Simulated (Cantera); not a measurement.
Source: NASA polynomial tables (part measured, part estimated), evaluated in Cantera. Values are per mole of reaction as written; species without (g) are pure solids or liquids, kept so even where they would boil at 1 bar.

2 H₂O(g) + O₂(g) + 2 Cu ⇌ 2 Cu(OH)₂

```tsv
T (K)	ΔH° (kJ)	ΔS° (J/K)	ΔG° (kJ)	log10 K
673	?	?	?	?
698	-395.6	-387.6	-125.0	9.36
723	?	?	?	?
748	-392.4	-383.2	-105.7	7.38
773	-390.8	-381.1	-96.2	6.50
798	-389.2	-379.1	-86.7	5.67
823	-387.6	-377.1	-77.2	4.90
848	-385.9	-375.1	-67.8	4.18
873	?	?	?	?
898	-382.6	-371.3	-49.2	2.86
```

**Question.** Fill in the missing entries.

**Answer.** 
- 673, ΔH° (kJ): -397.1
- 673, ΔS° (J/K): -389.8
- 673, ΔG° (kJ): -134.7
- 673, log10 K: 10.46
- 723, ΔH° (kJ): -394.0
- 723, ΔS° (J/K): -385.4
- 723, ΔG° (kJ): -115.4
- 723, log10 K: 8.33
- 873, ΔH° (kJ): -384.3
- 873, ΔS° (J/K): -373.2
- 873, ΔG° (kJ): -58.5
- 873, log10 K: 3.50
